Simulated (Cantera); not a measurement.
Charge: 1 mol SiHCl3, a varied amount of NH3, equilibrated at 2000 K and 2300 Pa.

Cantera equilibrium calculation (NASA polynomials, part measured and part estimated; ideal gas, pure solids and liquids). Candidate condensed phases: NH4Cl, Si, Si3N4; 28 gas species. The tables' values for SiCl, SiCl3, SiN are old estimates; treat these amounts as uncertain. Gases not in the tables: Si2H6 and higher silanes. Equilibrium is a limit: real reactors are often held back by kinetics, nucleation or transport.

**Question.** At 5.7 mol NH3, list the 6 most abundant gas species with their mole fractions, and the condensed phases.

**Answer.** H2 0.609, N2 0.211, HCl 0.115, SiCl2 0.0520, H 0.00837, Si 0.00189. Condensed: Si(l).
